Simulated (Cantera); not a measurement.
Feed: 1 mol Si, a varied amount of HCl, held at 625 K and 100000 Pa.

Cantera equilibrium calculation (NASA polynomials, part measured and part estimated; ideal gas, pure solids and liquids). Candidate condensed phases: Si; 19 gas species. Equilibrium is a limit: real reactors are often held back by kinetics, nucleation or transport.

Question: What share of the Si ends up in condensed phases as a function of n(HCl) (mol), at 1.9, 2.2, 2.5, 2.9, 3.4, 3.9, 4.5, 5.3, 6.1, 7, 8.2?

Answer: 
```json
[
 {"n(HCl) (mol)": "1.9", "Si condensed (%)": "48.5", "as": "Si(s)"},
 {"n(HCl) (mol)": "2.2", "Si condensed (%)": "40.3", "as": "Si(s)"},
 {"n(HCl) (mol)": "2.5", "Si condensed (%)": "32.2", "as": "Si(s)"},
 {"n(HCl) (mol)": "2.9", "Si condensed (%)": "21.4", "as": "Si(s)"},
 {"n(HCl) (mol)": "3.4", "Si condensed (%)": "7.8", "as": "Si(s)"},
 {"n(HCl) (mol)": "3.9", "Si condensed (%)": "0.0", "as": "-"},
 {"n(HCl) (mol)": "4.5", "Si condensed (%)": "0.0", "as": "-"},
 {"n(HCl) (mol)": "5.3", "Si condensed (%)": "0.0", "as": "-"},
 {"n(HCl) (mol)": "6.1", "Si condensed (%)": "0.0", "as": "-"},
 {"n(HCl) (mol)": "7", "Si condensed (%)": "0.0", "as": "-"},
 {"n(HCl) (mol)": "8.2", "Si condensed (%)": "0.0", "as": "-"}
]
```
